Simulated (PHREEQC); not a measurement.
## Hard or scaling water (model solution)

Dissolve 0.0003 mol/kgw CaSO4, 0.0014 mol/kgw CO2 and 7.2e-05 mol/kgw NaCl at 25 °C. Closed to the air; pH follows from the charge balance.

Equilibrium calculation in PHREEQC: ion-association model, phreeqc.dat.

This is a speciation only: nothing precipitates in the calculation.

Question: What pH does the model give?

Answer: pH 4.61.

Question: In which forms is Ca present?

Answer: Ca+2 96 %, CaSO4 3.6 % of the Ca.

Complexes and solids missing from the database can't appear.
